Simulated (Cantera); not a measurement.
A perfectly stirred reactor is fed with C₃H₈ : O₂ : N₂ = 1 : 5.05 : 19 (molar parts), at 218 Torr; it is adiabatic with a 775 K inlet, and is followed from long to short residence time, starting on the burning branch (τ in s: 0.35, 0.1, 0.029, 0.0086, 0.0025, 0.00073, 0.00021, 6.2e-05, 1.8e-05, 5.3e-06).

Cantera simulation using GRI-Mech 3.0 (53 species, 325 reactions); the numbers are that mechanism's predictions, not measurements. GRI-Mech 3.0 was tuned for natural gas; its chemistry of propane as a main component is partial and can be far from experiment.

**Question.** Predict: blow-out, bracketed by the residence times tried; x(C₃H₈) at τ = 0.350 s; x(O₂) at τ = 0.350 s; x(N₂O) at τ = 0.350 s; x(CO) at τ = 0.350 s; x(C₃H₈) at τ = 0.730 ms; x(O₂) at τ = 0.730 ms; x(C₂H₆) at τ = 0.730 ms; x(N₂O) at τ = 0.730 ms; x(CO) at τ = 0.730 ms.

**Answer.** 
- blow-out, bracketed by the residence times tried = burning at 0.210 ms, out at 62.0 µs
- x(C₃H₈) at τ = 0.350 s = 5.36e-8
- x(O₂) at τ = 0.350 s = 0.0158
- x(N₂O) at τ = 0.350 s = 1.40e-7
- x(CO) at τ = 0.350 s = 0.0296
- x(C₃H₈) at τ = 0.730 ms = 1.64e-5
- x(O₂) at τ = 0.730 ms = 0.0293
- x(C₂H₆) at τ = 0.730 ms = 5.70e-8
- x(N₂O) at τ = 0.730 ms = 3.86e-8
- x(CO) at τ = 0.730 ms = 0.0462
